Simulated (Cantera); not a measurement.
Input: 1 mol Ti, 0.17 mol H2O, 1.5 mol CO, equilibrated at 1625 K and 1.00 bar.

Cantera equilibrium calculation (NASA polynomials, part measured and part estimated; ideal gas, pure solids and liquids). Mutual solubility and eutectic melting of coexisting phases are not modelled. TiC: taken at fixed stoichiometry. Rates play no part.

```csv
species,before,after
CO,0.846,0.850
H2,0.153,0.149
CO2,0.000218,0.000214
H,2.76e-5,5.59e-5
CH4,2.73e-5,1.19e-5
H2O,0.000123,0.000128
"TiC(s), mol",0.561,0.532
"Ti3O5(s), mol",0.146,0
"Ti2O3(s), mol",0,0.234
```
Gas species are given as mole fractions.

### Question
Name the change that produced these shifts.
A. temperature from 1625 K to 1698.15 K
B. pressure from 1.00 bar to 3.00 bar
C. H2O from 0.17 to 20 mol
D. pressure from 1.00 bar to 13.0 bar

### Answer
A, temperature from 1625 K to 1698.15 K
